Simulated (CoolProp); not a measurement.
Vapour-liquid equilibrium of acetone (1) + n-nonane (2) at 165.45 °C; x and y are mole fractions of (1).

Model: multi-fluid Helmholtz-energy mixture model, Lemmon 2006 and Lemmon 2006; pair parameters Bell 2016, in CoolProp.

```json
[
 {"x": "0.05", "bubble pressure, mixture model (MPa)": "0.2733", "bubble pressure, Raoult's law (MPa)": "0.2163", "y, mixture model": "0.456", "y, Raoult's law": "0.354"},
 {"x": "0.125", "bubble pressure, mixture model (MPa)": "0.4392", "bubble pressure, Raoult's law (MPa)": "0.3201", "y, mixture model": "0.663", "y, Raoult's law": "0.598"},
 {"x": "0.2", "bubble pressure, mixture model (MPa)": "0.5789", "bubble pressure, Raoult's law (MPa)": "0.4239", "y, mixture model": "?", "y, Raoult's law": "0.722"},
 {"x": "0.275", "bubble pressure, mixture model (MPa)": "0.6961", "bubble pressure, Raoult's law (MPa)": "0.5276", "y, mixture model": "0.794", "y, Raoult's law": "0.798"},
 {"x": "0.35", "bubble pressure, mixture model (MPa)": "0.7956", "bubble pressure, Raoult's law (MPa)": "0.6314", "y, mixture model": "0.824", "y, Raoult's law": "0.848"},
 {"x": "0.425", "bubble pressure, mixture model (MPa)": "0.8826", "bubble pressure, Raoult's law (MPa)": "0.7352", "y, mixture model": "0.847", "y, Raoult's law": "0.885"},
 {"x": "0.5", "bubble pressure, mixture model (MPa)": "0.9618", "bubble pressure, Raoult's law (MPa)": "0.8389", "y, mixture model": "0.866", "y, Raoult's law": "0.912"},
 {"x": "0.575", "bubble pressure, mixture model (MPa)": "1.038", "bubble pressure, Raoult's law (MPa)": "0.9427", "y, mixture model": "0.883", "y, Raoult's law": "0.934"},
 {"x": "0.65", "bubble pressure, mixture model (MPa)": "?", "bubble pressure, Raoult's law (MPa)": "1.046", "y, mixture model": "0.900", "y, Raoult's law": "0.951"},
 {"x": "0.725", "bubble pressure, mixture model (MPa)": "?", "bubble pressure, Raoult's law (MPa)": "1.150", "y, mixture model": "0.917", "y, Raoult's law": "0.965"},
 {"x": "0.8", "bubble pressure, mixture model (MPa)": "1.275", "bubble pressure, Raoult's law (MPa)": "1.254", "y, mixture model": "0.936", "y, Raoult's law": "0.977"},
 {"x": "0.875", "bubble pressure, mixture model (MPa)": "1.365", "bubble pressure, Raoult's law (MPa)": "1.358", "y, mixture model": "0.958", "y, Raoult's law": "0.986"},
 {"x": "0.95", "bubble pressure, mixture model (MPa)": "1.462", "bubble pressure, Raoult's law (MPa)": "1.462", "y, mixture model": "0.982", "y, Raoult's law": "0.995"}
]
```

**Question.** What belongs in the gaps?

**Answer.** 
- 0.2, y, mixture model: 0.747
- 0.65, bubble pressure, mixture model (MPa): 1.113
- 0.725, bubble pressure, mixture model (MPa): 1.192

The largest gap from Raoult's law is +37.2 % in bubble pressure, at x = 0.125. No azeotrope shows between x = 0.05 and 0.95.

Pair parameters are fitted to limited data, so mixtures are less certain than the pure fluids.
